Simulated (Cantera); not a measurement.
**Adiabatic ignition**

An adiabatic, constant-pressure homogeneous reactor starts with CH4 : C2H6 : C3H8 : O2 : N2 = 1 : 0.074 : 0.087 : 4.81 : 18.1 (molar parts), equivalence ratio 0.56, at 1725 K and 0.460 bar.

Detailed kinetics in Cantera: GRI-Mech 3.0 (53 species, 325 reactions).

```json
[
 {"t (s)": "3.00e-6", "T (K)": "1722", "x CH4": "0.0415", "x C2H6": "0.00298", "x C3H8": "0.00338", "x HCO": "1.16e-8", "x C2H4": "0.000155"},
 {"t (s)": "1.02e-5", "T (K)": "1716", "x CH4": "0.0408", "x C2H6": "0.00266", "x C3H8": "0.00277", "x HCO": "3.99e-7", "x C2H4": "0.000881"},
 {"t (s)": "3.44e-5", "T (K)": "1744", "x CH4": "0.0343", "x C2H6": "0.00143", "x C3H8": "0.000795", "x HCO": "1.98e-5", "x C2H4": "0.00376"},
 {"t (s)": "0.000116", "T (K)": "2286", "x CH4": "<1e-12", "x C2H6": "<1e-12", "x C3H8": "<1e-12", "x HCO": "1.25e-8", "x C2H4": "<1e-12"},
 {"t (s)": "0.000393", "T (K)": "2413", "x CH4": "<1e-12", "x C2H6": "<1e-12", "x C3H8": "<1e-12", "x HCO": "6.47e-9", "x C2H4": "<1e-12"},
 {"t (s)": "0.00133", "T (K)": "2558", "x CH4": "<1e-12", "x C2H6": "<1e-12", "x C3H8": "<1e-12", "x HCO": "2.87e-9", "x C2H4": "<1e-12"},
 {"t (s)": "0.00451", "T (K)": "2579", "x CH4": "<1e-12", "x C2H6": "<1e-12", "x C3H8": "<1e-12", "x HCO": "2.45e-9", "x C2H4": "<1e-12"},
 {"t (s)": "0.0152", "T (K)": "2571", "x CH4": "<1e-12", "x C2H6": "<1e-12", "x C3H8": "<1e-12", "x HCO": "2.34e-9", "x C2H4": "<1e-12"},
 {"t (s)": "0.0516", "T (K)": "2568", "x CH4": "<1e-12", "x C2H6": "<1e-12", "x C3H8": "<1e-12", "x HCO": "2.30e-9", "x C2H4": "<1e-12"},
 {"t (s)": "0.175", "T (K)": "2568", "x CH4": "<1e-12", "x C2H6": "<1e-12", "x C3H8": "<1e-12", "x HCO": "2.30e-9", "x C2H4": "<1e-12"},
 {"t (s)": "0.591", "T (K)": "2568", "x CH4": "<1e-12", "x C2H6": "<1e-12", "x C3H8": "<1e-12", "x HCO": "2.30e-9", "x C2H4": "<1e-12"},
 {"t (s)": "2.00", "T (K)": "2568", "x CH4": "<1e-12", "x C2H6": "<1e-12", "x C3H8": "<1e-12", "x HCO": "2.30e-9", "x C2H4": "<1e-12"}
]
```
x: mole fraction; the columns are a selection and need not sum to one.

```json
{
 "time_of_steepest_temperature_rise": "66.1 µs",
 "temperature at 2.00 s": "2568 K",
 "equilibrium_temperature": "2568 K",
 "x(CH4) at 2.00 s": "<1e-12 (gas-phase equilibrium <1e-12)",
 "x(C2H6) at 2.00 s": "<1e-12 (gas-phase equilibrium <1e-12)",
 "x(C3H8) at 2.00 s": "<1e-12 (gas-phase equilibrium <1e-12)"
}
```
